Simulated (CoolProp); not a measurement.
Values from CoolProp's reference Helmholtz-energy equation of state, Thol 2021.

### Question
Give the vapour pressure (kPa), liquid density (kg/m³), vapour density (kg/m³), enthalpy of vaporisation (kJ/kg) of saturated chlorine at 303.9, 321.8, 330.7 K.

### Answer
| T (K) | p (kPa) | liquid density (kg/m³) | vapour density (kg/m³) | enthalpy of vaporisation (kJ/kg) |
|---|---|---|---|---|
| 303.9 | 904 | 1370 | 28.8 | 243 |
| 321.8 | 1400 | 1320 | 44.2 | 228 |
| 330.7 | 1710 | 1280 | 53.9 | 219 |
